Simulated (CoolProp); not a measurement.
Vapour-liquid equilibrium of carbon dioxide (1) + R22 (2) at 232.5 K; x and y are mole fractions of (1).

Values from CoolProp's multi-fluid Helmholtz-energy mixture model, Span 1996 and Kamei 1995; pair parameters Bell 2016.

Problem. Give the bubble pressure and the first vapour's composition at x = 0.35, 0.425, 0.575. Is there an azeotrope?

Solution. x = 0.35: 0.3713 MPa, y = 0.812; x = 0.425: 0.4381 MPa, y = 0.858; x = 0.575: 0.5757 MPa, y = 0.918. No azeotrope shows between x = 0.05 and 0.95.

Pair parameters are fitted to limited data, so mixtures are less certain than the pure fluids.
